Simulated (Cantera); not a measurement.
An adiabatic, constant-pressure homogeneous reactor starts with CH₄ : C₂H₆ : C₃H₈ : O₂ : N₂ : H₂O = 1 : 0.037 : 0.092 : 1.15 : 10.4 : 2.3 (molar parts), equivalence ratio 2.3, at 1598 K and 0.410 bar.

Cantera simulation using GRI-Mech 3.0 (53 species, 325 reactions); the numbers are that mechanism's predictions, not measurements.

One state of this run: T (K) = 2057; x CH₄ = 2.46e-12; x C₂H₆ = <1e-12; x C₃H₈ = <1e-12; x CH₃ = <1e-12; x O = 1.74e-6. x: mole fraction; the columns are a selection and need not sum to one.

Which value of t (s) does it belong to?
A) 8.58e-6
B) 2.51e-5
C) 0.00185
D) 0.400

D, 0.400
